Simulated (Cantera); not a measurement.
A closed system holds: 1 mol B₂O₃, 0.46 mol H₂O, held at 1498 K and 75.0 Torr.

Method: chemical equilibrium by Gibbs-energy minimisation in Cantera with the NASA 1993 tables (ideal gas, pure condensed phases). Candidate condensed phases: B, B₂O₃, B₃O₃H₃, H₂O; 23 gas species. Gases not in the tables: H₃BO₃. Rates play no part.

Base state: H₂O 0.925, HBO₂ 0.0725, (HBO₂)₃ 0.00131, H₂ 0.000401, B₂O₃ 0.000208, O₂ 0.000181, OH 7.13e-5 (mole fractions); condensed: B₂O₃(l).

Q: What changes in the equilibrium state with this change: temperature from 1498 K to 2175 K?

A: 
```csv
species,before,after
HBO₂,0.0725,0.469
B₂O₃,0.000208,0.436
H₂O,0.925,0.0681
BO₂,6.89e-6,0.0135
BO,1.20e-9,0.00111
B₂O₂,<1e-9,7.21e-5
HBO,1.69e-8,0.000503
(HBO₂)₃,0.00131,5.77e-7
"B₂O₃(l), mol",0.982,0
```
